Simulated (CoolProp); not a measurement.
Properties of n-hexane at several states (Tc = 234.7 °C, pc = 30.44 bar, ω = 0.300).

Model: reference Helmholtz-energy equation of state, Thol 2019, in CoolProp.

```csv
T (°C),p (bar),phase,Z,cp (kJ/(kg K)),speed of sound (m/s),expansivity (1/kK),viscosity (µPa s)
42.95,11.7,liquid,0.05998,2.347,1007,1.450,254
107.35,64.9,liquid,0.3014,2.624,798.7,(withheld),161
247.05,12.8,gas,0.8507,2.770,196.3,3.323,(withheld)
-28.85,30,liquid,0.1807,2.078,1347,1.195,(withheld)
111.95,27.9,liquid,0.1309,2.676,732.1,1.884,147
```

Question: Some entries are withheld; supply them.

Answer: 
- 107.35, expansivity (1/kK): 1.678
- 247.05, viscosity (µPa s): 12.2
- -28.85, viscosity (µPa s): 566

Viscosity comes from a separate model (Michailidou 2013).
